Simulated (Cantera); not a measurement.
An isothermal, constant-pressure homogeneous reactor starts with C2H6 : N2 = 1 : 66 (molar parts), at 1625 K and 100.0 Torr.

Computed with Cantera and GRI-Mech 3.0 (53 species, 325 reactions). GRI-Mech 3.0 stops at C3 and has no aromatics, soot or wall deposition, so with more carbon than oxygen in the feed, carbon stays in small species such as C2H2 where larger ones or solid carbon would form.

x: mole fraction; the columns are a selection and need not sum to one.

| t (s) | x C2H6 | x CH4 | x C2H | x CH3 | x C2H2 |
|---|---|---|---|---|---|
| 0.000200 | (withheld) | 0.000778 | 5.12e-8 | 0.00375 | 0.000243 |
| 0.000743 | (withheld) | 0.00299 | 4.00e-7 | 0.00149 | 0.00501 |
| 0.00276 | (withheld) | 0.00310 | 2.14e-7 | 0.000305 | 0.0108 |
| 0.0102 | (withheld) | 0.00294 | 9.46e-8 | 0.000113 | 0.0127 |
| 0.0381 | (withheld) | 0.00277 | 5.52e-8 | 6.09e-5 | 0.0131 |
| 0.141 | (withheld) | 0.00240 | 5.19e-8 | 4.91e-5 | 0.0133 |
| 0.525 | (withheld) | 0.00159 | 5.51e-8 | 3.36e-5 | 0.0137 |
| 1.95 | (withheld) | 0.000662 | 5.97e-8 | 1.47e-5 | 0.0142 |
| 7.25 | (withheld) | 0.000196 | 6.25e-8 | 4.51e-6 | 0.0144 |
| 26.9 | 4.30e-10 | 5.47e-5 | 6.33e-8 | 1.27e-6 | 0.0145 |
| 100 | 8.09e-11 | 2.15e-5 | 6.35e-8 | 4.98e-7 | 0.0145 |

What belongs in the gaps?


- 0.000200, x C2H6: 0.00823
- 0.000743, x C2H6: 0.000649
- 0.00276, x C2H6: 1.83e-5
- 0.0102, x C2H6: 3.10e-6
- 0.0381, x C2H6: 1.00e-6
- 0.141, x C2H6: 6.53e-7
- 0.525, x C2H6: 3.01e-7
- 1.95, x C2H6: 5.66e-8
- 7.25, x C2H6: 5.26e-9
